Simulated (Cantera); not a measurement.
A Cantera script and its output.

```python
import numpy as np
import cantera as ct

gas = ct.Solution("gri30.yaml", transport_model="multicomponent")
show = ['O', 'NO', 'NH3']

rows = []
print(f"{'T/K':>7s}{'rho':>11s}{'cp':>10s}{'mu':>11s}{'lambda':>11s}{'Pr':>7s}" + "".join(f"{'D_' + s:>11s}" for s in show))
for T in [400, 500, 600, 700, 800, 900, 1000, 1100]:
    gas.TPX = T, 100000, {'H2O': 0.73}
    Pr = gas.cp_mass * gas.viscosity / gas.thermal_conductivity
    D = [gas.mix_diff_coeffs_mole[gas.species_index(s)] for s in show]
    rows.append([gas.density, gas.cp_mass, gas.viscosity, gas.thermal_conductivity, Pr, *D])
    print(f"{T:7g}{gas.density:11.4e}{gas.cp_mass:10.1f}{gas.viscosity:11.4e}"
          f"{gas.thermal_conductivity:11.4e}{Pr:7.3f}" + "".join(f"{d:11.4e}" for d in D))
print("SI units: kg/m3, J/kg/K, Pa s, W/m/K, m2/s")
```

Result:

```
    T/K        rho        cp         mu     lambda     Pr        D_O       D_NO      D_NH3
    400 5.4168e-01    1902.2 1.3967e-05 3.6786e-02  0.722 6.5584e-05 3.9610e-05 3.5537e-05
    500 4.3334e-01    1954.7 1.7713e-05 4.8267e-02  0.717 9.8758e-05 6.0236e-05 5.6243e-05
    600 3.6112e-01    2016.1 2.1488e-05 6.0611e-02  0.715 1.3700e-04 8.4173e-05 8.1494e-05
    700 3.0953e-01    2082.1 2.5249e-05 7.3675e-02  0.714 1.7991e-04 1.1115e-04 1.1102e-04
    800 2.7084e-01    2150.0 2.8971e-05 8.7347e-02  0.713 2.2719e-04 1.4094e-04 1.4458e-04
    900 2.4075e-01    2219.6 3.2640e-05 1.0158e-01  0.713 2.7858e-04 1.7339e-04 1.8196e-04
   1000 2.1667e-01    2292.2 3.6247e-05 1.1642e-01  0.714 3.3389e-04 2.0835e-04 2.2297e-04
   1100 1.9697e-01    2365.6 3.9786e-05 1.3176e-01  0.714 3.9295e-04 2.4572e-04 2.6745e-04
SI units: kg/m3, J/kg/K, Pa s, W/m/K, m2/s
```

Detailed kinetics in Cantera: GRI-Mech 3.0 (53 species, 325 reactions). Polar gases are described roughly by these parameters.
